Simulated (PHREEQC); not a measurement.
PHREEQC input (ion-association model, wateq4f.dat):

```
SOLUTION_MASTER_SPECIES
  An  An-  0  An  62.0  # stands for a non-complexing anion
SOLUTION_SPECIES
  An- = An-
    -log_k 0
    -gamma 3.0 0
PHASES
  Fix_H+
    H+ = H+
    -log_k 0
SOLUTION 1
  temp 25
  units mmol/kgw
  pH 7 charge
  Cl 3.2
  Ni 1.6
  Na 10
  An 10
END
SELECTED_OUTPUT 1
  -reset false
  -pH true
  -pe true
  -ionic_strength true
  -water true
  -totals Cl Na Ni
  -molalities Hfo_wOH Hfo_wOH2+ Hfo_wO- Hfo_sOH Hfo_sOH2+ Hfo_sO- Hfo_sONi+ Hfo_wONi+
  -saturation_indices Ni(OH)2 Halite
USER_PUNCH 1
  -headings sigma psi
  10 PUNCH EDL("sigma", "Hfo"), EDL("psi", "Hfo")
PRINT
  -reset false
USE solution 1
SURFACE 1
  Hfo_wOH 0.00101124 600 0.45
  Hfo_sOH 2.52809e-05
EQUILIBRIUM_PHASES 1
  Fix_H+ -3 HAn 10
    -force_equality true
  O2(g) -0.68 10
END
# ... the last block is repeated for the other 12 points of pH, with NaOH or the acid as the point needs
```

Selected output (columns that matter, 13 of 13 rows; pH added in front):

```
pH	mu	Cl	Na	Ni	m_Hfo_wOH	m_Hfo_wOH2+	m_Hfo_wO-	m_Hfo_sOH	m_Hfo_sOH2+	m_Hfo_sO-	si_Ni(OH)2	si_Halite	sigma	psi
3	0.016369	0.0032	0.01	0.0016	9.4204e-05	0.00091681	2.2175e-07	2.3548e-06	2.2918e-05	5.5431e-09	-7.8198	-6.1892	0.33576	0.19532
3.5	0.015546	0.0032	0.01	0.0016	0.00020882	0.00080117	1.2469e-06	5.2158e-06	2.0011e-05	3.1144e-08	-6.8151	-6.1868	0.29303	0.18966
4	0.015226	0.0032	0.01	0.0015998	0.00035667	0.00065008	4.4829e-06	8.8503e-06	1.6131e-05	1.1124e-07	-5.8132	-6.1858	0.23652	0.1792
4.5	0.015065	0.0032	0.01	0.0015985	0.00050074	0.0004989	1.1514e-05	1.1837e-05	1.1793e-05	2.7217e-07	-4.8126	-6.1853	0.17882	0.16514
5	0.014951	0.0032	0.01	0.0015919	0.000617	0.00037009	2.3565e-05	1.0816e-05	6.4878e-06	4.1311e-07	-3.8137	-6.185	0.12892	0.1486
5.5	0.014844	0.0032	0.01	0.0015767	0.0006972	0.00026835	4.1496e-05	4.2881e-06	1.6505e-06	2.5522e-07	-2.8172	-6.1846	0.089891	0.13042
6	0.014714	0.0032	0.01	0.0015474	0.00073123	0.00018554	6.602e-05	8.3737e-07	2.1247e-07	7.5603e-08	-1.8246	-6.1842	0.061564	0.11155
6.5	0.014564	0.0032	0.01018	0.0014447	0.00067515	9.0823e-05	0.00011498	1.7512e-07	2.3558e-08	2.9823e-08	-0.8537	-6.176	0.046882	0.09827
7	0.014406	0.0032	0.010519	0.0012805	0.0004725	2.311e-05	0.00022132	5.4573e-08	2.6691e-09	2.5562e-08	0.0946	-6.1611	0.043339	0.094686
7.5	0.014271	0.0032	0.010796	0.0011446	0.00023696	3.7793e-06	0.00034036	1.8753e-08	2.9909e-10	2.6936e-08	1.0458	-6.1493	0.042443	0.093896
8	0.014191	0.0031999	0.010955	0.00107	9.2781e-05	4.7723e-07	0.00041323	6.2602e-09	3.22e-11	2.7882e-08	2.014	-6.1427	0.041889	0.093391
8.5	0.014139	0.0031999	0.01105	0.00104	3.216e-05	5.3336e-08	0.00044424	2.0484e-09	3.3972e-12	2.8295e-08	2.9908	-6.1387	0.041386	0.092893
9	0.014037	0.0031999	0.011233	0.0010312	1.1027e-05	6.1003e-09	0.00045662	6.9101e-10	3.8228e-13	2.8614e-08	3.9395	-6.1312	0.040089	0.09152
```

Along this series the solution becomes supersaturated in solids that the run did not let form, among them Ni(OH)2. Complexes and solids missing from the database can't appear. The oxide is taken as insoluble; below pH 4 it would dissolve.
